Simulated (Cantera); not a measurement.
Input (Python, Cantera) and output of one run.

```python
import numpy as np
import cantera as ct

gas_names = """
    C6H6 H2S CH3
""".split()
cond_names = """
    Ni(cr) Ni(L) NiS(b) NiS(a) NiS(L)
""".split()


def load(file, names, dense=False):
    # The tables refer to 1 bar. Condensed volumes are neglected.
    table = {s.name: s for s in ct.Species.list_from_file(file)}
    out = []
    for n in names:
        d = dict(table[n].input_data)
        d["thermo"] = dict(d["thermo"], **{"reference-pressure": 1e5})
        if dense:
            d["equation-of-state"] = {"model": "constant-volume", "density": "1e6 g/cm^3"}
        out.append(ct.Species.from_dict(d))
    return out


species = {s.name: s for s in load("nasa_gas.yaml", gas_names) + load("nasa_condensed.yaml", cond_names)}
# Each term lists the table entries of one substance; the one whose range holds T is used.
reactions = {
    'C6H6(g) + 6 H2S(g) + 6 Ni = 6 NiS + 6 CH3(g)':
        [(-1, ['C6H6']), (-6, ['H2S']), (-6, ['Ni(cr)', 'Ni(L)']), (6, ['NiS(b)', 'NiS(a)', 'NiS(L)']), (6, ['CH3'])],
}


def pick(names, T):
    return next(species[n] for n in names if species[n].thermo.min_temp <= T <= species[n].thermo.max_temp)


results = []
for label, terms in reactions.items():
    print(label)
    print("     T/K   dH/kJ  dS/(J/K)   dG/kJ   log10 K")
    for T in [300, 748, 823, 898, 973, 1048, 1123]:
        used = [(nu, pick(names, T)) for nu, names in terms]
        dH = sum(nu * s.thermo.h(T) for nu, s in used) / 1e6
        dS = sum(nu * s.thermo.s(T) for nu, s in used) / 1e3
        dG = dH - T * dS / 1e3
        logK = -dG * 1e6 / (ct.gas_constant * T * np.log(10))
        results.append((label, T, dH, dS, dG, logK, [s.name for _, s in used]))
        print(f"{T:8g} {dH:8.1f} {dS:8.1f} {dG:8.1f} {logK:8.2f}")
```

Output:

```
C6H6(g) + 6 H2S(g) + 6 Ni = 6 NiS + 6 CH3(g)
     T/K   dH/kJ  dS/(J/K)   dG/kJ   log10 K
     300    394.4   -200.6    454.6   -79.16
     748    449.9   -102.8    526.8   -36.79
     823    452.7    -99.2    534.4   -33.92
     898    455.7    -95.8    541.7   -31.51
     973    459.5    -91.7    548.7   -29.46
    1048    463.6    -87.6    555.5   -27.68
    1123    468.3    -83.3    561.9   -26.13
```

Cantera with NASA thermochemical tables; ideal gases at 1 bar, condensed phases pure. Condensed species are held in their standard states even where they would react or evaporate.
